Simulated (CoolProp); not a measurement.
Vapour-liquid equilibrium of carbon dioxide (1) + isopentane (2) at -40.95 °C; x and y are mole fractions of (1).

Computed with CoolProp (multi-fluid Helmholtz-energy mixture model, Span 1996 and Lemmon 2006; pair parameters Kunz 2012).

```json
[
 {"x": "0.05", "bubble pressure, mixture model (MPa)": "0.09563", "bubble pressure, Raoult's law (MPa)": "0.05234", "y, mixture model": "0.958", "y, Raoult's law": "0.926"},
 {"x": "0.2", "bubble pressure, mixture model (MPa)": "0.3474", "bubble pressure, Raoult's law (MPa)": "0.1972", "y, mixture model": "0.989", "y, Raoult's law": "0.984"},
 {"x": "0.35", "bubble pressure, mixture model (MPa)": "0.5262", "bubble pressure, Raoult's law (MPa)": "0.3421", "y, mixture model": "0.993", "y, Raoult's law": "0.992"},
 {"x": "0.5", "bubble pressure, mixture model (MPa)": "0.6353", "bubble pressure, Raoult's law (MPa)": "0.4869", "y, mixture model": "0.995", "y, Raoult's law": "0.996"},
 {"x": "0.65", "bubble pressure, mixture model (MPa)": "0.7118", "bubble pressure, Raoult's law (MPa)": "0.6318", "y, mixture model": "0.996", "y, Raoult's law": "0.998"},
 {"x": "0.8", "bubble pressure, mixture model (MPa)": "0.7955", "bubble pressure, Raoult's law (MPa)": "0.7767", "y, mixture model": "0.997", "y, Raoult's law": "0.999"},
 {"x": "0.95", "bubble pressure, mixture model (MPa)": "0.9174", "bubble pressure, Raoult's law (MPa)": "0.9215", "y, mixture model": "0.999", "y, Raoult's law": "1.000"}
]
```

The largest gap from Raoult's law is +82.7 % in bubble pressure, at x = 0.05. No azeotrope shows between x = 0.05 and 0.95.

Pair parameters are fitted to limited data, so mixtures are less certain than the pure fluids. The gap from Raoult's law changes sign with composition, which may be real or a fault of the pair parameters; it wasn't checked against measurements. With so large a gap from Raoult's law the liquid may split in two, which this calculation doesn't test in full.
